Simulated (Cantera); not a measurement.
# Ignition delay

Mixture: CH₄ : CO : O₂ : N₂ : CO₂ = 1 : 0.71 : 1.39 : 5.21 : 0.018 (molar parts), equivalence ratio 1.7, at 15800 Torr, adiabatic and at constant volume. Ignition delay is the time to a rise of 400 K.

Model: GRI-Mech 3.0 (53 species, 325 reactions), integrated in Cantera. The pressure lies above the range GRI-Mech 3.0 was tuned for (to about 10 atm).

```tsv
T0 (K)	delay (ms)
1275	1.95
1350	0.765
1425	0.324
1500	0.145
1575	0.0690
1650	0.0344
1725	0.0181
1800	0.0100
```

- apparent activation energy between 1650 and 1800 K = 200 kJ/mol
